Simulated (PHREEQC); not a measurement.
A solution holds 19 mmol/kgw H2SO4, 0.099 mmol/kgw CuSO4 and 130 mmol/kgw MgSO4, at 12 °C. Closed to the air; pH follows from the charge balance.

All values are PHREEQC results (ion-association model, wateq4f.dat), not measurements.

No solid was allowed to form.

Order these S species by the share of S that they hold, largest first: SO4-2, MgSO4, HSO4-.

SO4-2 (45 %), MgSO4 (40 %), HSO4- (15 %)

The pH is 1.91 and the ionic strength 0.291 mol/kgw. Complexes and solids missing from the database can't appear. Constants without temperature data keep their 25 °C values here.
